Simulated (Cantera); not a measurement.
Charge: 1 mol SiH₄, 3.2 mol HCl, 12 mol H₂, at 900 K and 0.170 bar.

Method: chemical equilibrium by Gibbs-energy minimisation in Cantera with the NASA 1993 tables (ideal gas, pure condensed phases). Candidate condensed phases: Si; 19 gas species. The tables' values for SiCl₃ are old estimates; treat these amounts as uncertain. The numbers say what is thermodynamically allowed, not how fast it happens.

Base state: H₂ 0.942, SiCl₄ 0.0344, SiHCl₃ 0.0169, HCl 0.00544, SiH₂Cl₂ 0.000787, SiCl₃ 0.000176, SiCl₂ 4.27e-5 (mole fractions); condensed: Si(s).

Question: What changes in the equilibrium state with this change: temperature from 900 K to 2225 K?

Answer: 
| species | before | after |
|---|---|---|
| H₂ | 0.942 | 0.830 |
| HCl | 0.00544 | 0.118 |
| SiCl₂ | 4.27e-5 | 0.0313 |
| SiCl₄ | 0.0344 | 9.59e-7 |
| H | <1e-9 | 0.0143 |
| SiHCl₃ | 0.0169 | 3.94e-6 |
| Si | <1e-9 | 0.00276 |
| SiCl | <1e-9 | 0.00164 |
| Si(s), mol | 0.146 | 0 |
| Si(l), mol | 0 | 0.360 |
The tables' values for SiCl, SiCl₃ are old estimates; treat these amounts as uncertain. Gases not in the tables: Si₂H₆ and higher silanes.
